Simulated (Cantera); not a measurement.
An isothermal plug-flow reactor at 1323 K and 0.987 atm (inlet), inlet velocity 2.6 m/s, active area per volume 120 1/m; feed 0.261 % CH4, 9.63 % O2, 89.5 % N2, 0.600 % H2O.

Model: Deutschmann's 1995 Pt surface mechanism with GRI-Mech 3.0 gas chemistry, integrated in Cantera. Catalytic surfaces can have several steady states; this one follows from the mechanism file's or the stated starting coverage. Mass transfer to the wall is taken as infinitely fast.

**Question.** Predict: x(CH4) at z = 0.014 m; x(O2) at z = 0.014 m; x(H2O) at z = 0.014 m; x(CO2) at z = 0.014 m; x(CO) at z = 0.014 m; θ(free Pt) at the exit; θ(O*) at the exit.

**Answer.** 
```json
{
 "x(CH4) at z = 0.014 m": "0.000886",
 "x(O2) at z = 0.014 m": "0.0932",
 "x(H2O) at z = 0.014 m": "0.00913",
 "x(CO2) at z = 0.014 m": "0.00143",
 "x(CO) at z = 0.014 m": "1.37e-5",
 "θ(free Pt) at the exit": "0.554",
 "θ(O*) at the exit": "0.445"
}
```
